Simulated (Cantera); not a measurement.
Standard-state values (1 bar) from the NASA 1993 polynomials, evaluated with Cantera. Values are per mole of reaction as written; species without (g) are pure solids or liquids, kept so even where they would boil at 1 bar.

4 Cr + N₂(g) = 2 Cr₂N

| T (K) | ΔH° (kJ) | ΔS° (J/K) | ΔG° (kJ) | log10 K |
|---|---|---|---|---|
| 300 | -251.0 | -156.2 | -204.2 | 35.55 |
| 498 | [?] | [?] | [?] | [?] |
| 598 | [?] | [?] | [?] | [?] |
| 698 | -244.4 | -142.6 | -144.9 | 10.84 |
| 798 | [?] | [?] | [?] | [?] |
| 898 | -240.3 | -137.4 | -116.9 | 6.80 |
| 998 | -238.2 | -135.2 | -103.3 | 5.40 |
| 1098 | -236.2 | -133.3 | -89.8 | 4.27 |
| 1198 | -234.3 | -131.6 | -76.6 | 3.34 |
| 1298 | -232.7 | -130.3 | -63.5 | 2.56 |
| 1398 | -231.3 | -129.3 | -50.5 | 1.89 |

### Question
Some entries are withheld; supply them.

### Answer

- 498, ΔH° (kJ): -248.1
- 498, ΔS° (J/K): -148.8
- 498, ΔG° (kJ): -174.0
- 498, log10 K: 18.25
- 598, ΔH° (kJ): -246.3
- 598, ΔS° (J/K): -145.5
- 598, ΔG° (kJ): -159.3
- 598, log10 K: 13.91
- 798, ΔH° (kJ): -242.4
- 798, ΔS° (J/K): -139.9
- 798, ΔG° (kJ): -130.8
- 798, log10 K: 8.56
